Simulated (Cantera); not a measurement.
A perfectly stirred reactor is fed with 89.3 % NO, 10.7 % N2, at 1.30 bar; it is held at 2173 K, and followed from long to short residence time.

Cantera simulation using GRI-Mech 3.0 (53 species, 325 reactions); the numbers are that mechanism's predictions, not measurements.

Task: Predict: x(NO) at τ = 25.0 s; x(N2) at τ = 25.0 s; x(O) at τ = 25.0 s; x(NO2) at τ = 25.0 s; x(O2) at τ = 25.0 s; x(NO) at τ = 89.0 ms; x(N2) at τ = 89.0 ms; x(O) at τ = 89.0 ms; x(NO2) at τ = 89.0 ms; x(O2) at τ = 89.0 ms.

Result: x(NO) at τ = 25.0 s: 0.0220
x(N2) at τ = 25.0 s: 0.542
x(O) at τ = 25.0 s: 0.00132
x(NO2) at τ = 25.0 s: 4.77e-5
x(O2) at τ = 25.0 s: 0.434
x(NO) at τ = 89.0 ms: 0.442
x(N2) at τ = 89.0 ms: 0.332
x(O) at τ = 89.0 ms: 0.000977
x(NO2) at τ = 89.0 ms: 0.000695
x(O2) at τ = 89.0 ms: 0.224
